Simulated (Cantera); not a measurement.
Feed: 1 mol Si, 8.5 mol F₂, 3.6 mol H₂, held at 902 °C and 300 Pa.

Cantera equilibrium calculation (NASA polynomials, part measured and part estimated; ideal gas, pure solids and liquids). Candidate condensed phases: Si; 25 gas species. Kinetics and transport are ignored.

Base state: HF 0.516, F 0.410, SiF₄ 0.0716, F₂ 0.00271 (mole fractions); condensed: gas only.

Problem. What changes in the equilibrium state with this change: pressure from 300 Pa to 38000 Pa?

Solution. 
```json
[
 {"species": "HF", "before": "0.516", "after": "0.572"},
 {"species": "F", "before": "0.410", "after": "0.235"},
 {"species": "F₂", "before": "0.00271", "after": "0.113"},
 {"species": "SiF₄", "before": "0.0716", "after": "0.0795"}
]
```

Problem. What changes in the equilibrium state with this change: H₂ from 3.6 to 7.3 mol?

Solution. 
```csv
species,before,after
HF,0.516,0.878
SiF₄,0.0716,0.0676
H₂,<1e-9,0.0541
F,0.410,<1e-9
F₂,0.00271,<1e-9
```
